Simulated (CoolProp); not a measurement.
Vapour-liquid equilibrium of n-hexane (1) + n-decane (2) at 425.6 K; x and y are mole fractions of (1).

Computed with CoolProp (multi-fluid Helmholtz-energy mixture model, Thol 2019 and Lemmon 2006; pair parameters Kunz 2012).

| x | bubble pressure, mixture model (MPa) | bubble pressure, Raoult's law (MPa) | y, mixture model | y, Raoult's law |
|---|---|---|---|---|
| 0.05 | 0.08560 | 0.09310 | 0.361 | 0.424 |
| 0.2 | 0.1775 | 0.2031 | 0.725 | 0.778 |
| 0.35 | 0.2765 | 0.3132 | 0.848 | 0.883 |
| 0.5 | 0.3827 | 0.4232 | 0.910 | 0.933 |
| 0.65 | 0.4960 | 0.5333 | 0.948 | 0.963 |
| 0.8 | 0.6163 | 0.6433 | 0.974 | 0.982 |
| 0.95 | 0.7448 | 0.7533 | 0.994 | 0.996 |

The largest gap from Raoult's law is -12.6 % in bubble pressure, at x = 0.2. No azeotrope shows between x = 0.05 and 0.95.

Pair parameters are fitted to limited data, so mixtures are less certain than the pure fluids.
